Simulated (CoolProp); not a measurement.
A Linde-Hampson liquefier for methane: isothermal reversible compression at 290 K from 1 atm to 5 MPa, throttling to 1 atm, return gas leaving the recuperator 5 K below the feed. Each further row changes one setting.

The numbers come from the reference Helmholtz-energy equation of state, Setzmann 1991 in CoolProp.

```
case                        liquid yield per pass  compression work (kJ/kg of gas)
--------------------------  ---------------------  -------------------------------
as stated                                       ?                              572
high pressure 10 MPa                            ?                                ?
warm-end temperature 320 K                      ?                              636
warm-end gap 10 K                               ?                              572
```

Task: Some entries are withheld; supply them.

Result: 
- as stated, liquid yield per pass: 0.047
- high pressure 10 MPa, liquid yield per pass: 0.109
- high pressure 10 MPa, compression work (kJ/kg of gas): 663
- warm-end temperature 320 K, liquid yield per pass: 0.033
- warm-end gap 10 K, liquid yield per pass: 0.035
